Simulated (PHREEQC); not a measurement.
A PHREEQC speciation (ion-association model, phreeqc.dat) at 70 °C gives pH 2.11 and these molalities:

| species | mol/kgw |
|---|---|
| Cl- | 0.114 |
| Cu+2 | 0.0198 |
| FeSO4+ | 0.0165 |
| CuCl+ | 0.0120 |
| H+ | 0.00995 |
| FeOH+2 | 0.00768 |
| FeCl+2 | 0.00762 |
| SO4-2 | 0.00711 |
| HSO4- | 0.00596 |
| Fe2(OH)2+4 | 0.00387 |
| CuSO4 | 0.00273 |
| Fe+3 | 0.00226 |
| FeHSO4+2 | 0.00117 |
| Fe(SO4)2- | 0.000768 |
| Fe(OH)2+ | 0.000524 |
| CuCl2 | 0.000513 |
| FeCl2+ | 0.000286 |
| Fe3(OH)4+5 | 0.000152 |

What are the element totals, and what could have been dissolved in 1 kg of water to give them?

One answer among several that fit: totals Cl 0.135, Cu(2) 0.0350, Fe(3) 0.0450, S(6) 0.0350 mol/kgw, from 35 mmol/kgw CuSO4 and 45 mmol/kgw FeCl3.

This is a speciation only: nothing precipitates in the calculation. Examples of supersaturated solids here: Hematite (slow to form), Goethite (slow to form). Others may be too. Species that the database lacks are ignored. Away from 25 °C the constants follow the database's enthalpies or fits; those with neither stay at their 25 °C values.
